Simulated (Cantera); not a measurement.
Hydrocarbon pyrolysis for carbon deposition

An isothermal, constant-pressure homogeneous reactor starts with 7.14 % CH4, 92.9 % N2, at 1900 K and 0.0133 bar.

Model: GRI-Mech 3.0 (53 species, 325 reactions), integrated in Cantera. GRI-Mech 3.0 stops at C3 and has no aromatics, soot or wall deposition, so with more carbon than oxygen in the feed, carbon stays in small species such as C2H2 where larger ones or solid carbon would form. Radical loss at walls, strong at low pressure, is not modelled.

| t (s) | x CH4 | x H | x H2 | x C2H6 | x CH2 | x CH3 |
|---|---|---|---|---|---|---|
| 0.000300 | 0.0713 | 3.59e-6 | 4.58e-5 | 2.03e-9 | 1.08e-8 | 9.50e-5 |
| 0.000609 | 0.0712 | 3.68e-6 | 9.75e-5 | 1.38e-8 | 3.98e-8 | 0.000196 |
| 0.00124 | 0.0710 | 4.10e-6 | 0.000208 | 7.79e-8 | 1.45e-7 | 0.000401 |
| 0.00251 | 0.0705 | 5.90e-6 | 0.000489 | 3.77e-7 | 5.21e-7 | 0.000810 |
| 0.00510 | 0.0690 | 1.38e-5 | 0.00153 | 1.61e-6 | 1.78e-6 | 0.00160 |
| 0.0104 | 0.0632 | 4.89e-5 | 0.00718 | 5.42e-6 | 5.21e-6 | 0.00284 |
| 0.0211 | 0.0441 | 0.000172 | 0.0318 | 8.07e-6 | 9.20e-6 | 0.00324 |
| 0.0428 | 0.0217 | 0.000338 | 0.0667 | 3.25e-6 | 7.77e-6 | 0.00195 |
| 0.0868 | 0.00883 | 0.000490 | 0.0863 | 7.87e-7 | 5.29e-6 | 0.000958 |
| 0.176 | 0.00291 | 0.000689 | 0.0951 | 1.38e-7 | 3.28e-6 | 0.000414 |
| 0.358 | 0.000780 | 0.000965 | 0.0982 | 1.65e-8 | 1.74e-6 | 0.000152 |
| 0.727 | 0.000182 | 0.00131 | 0.0990 | 1.44e-9 | 7.63e-7 | 4.82e-5 |
| 1.48 | 3.71e-5 | 0.00170 | 0.0990 | 8.72e-11 | 2.64e-7 | 1.27e-5 |
| 3.00 | 5.06e-6 | 0.00204 | 0.0989 | 2.21e-12 | 5.17e-8 | 2.08e-6 |
x: mole fraction; the columns are a selection and need not sum to one.

Equilibrium at this temperature and pressure: CH4 1.02e-6, H 0.00218, H2 0.0988, C2H6 <1e-12, CH2 1.20e-8, CH3 4.49e-7 (gas phase only).
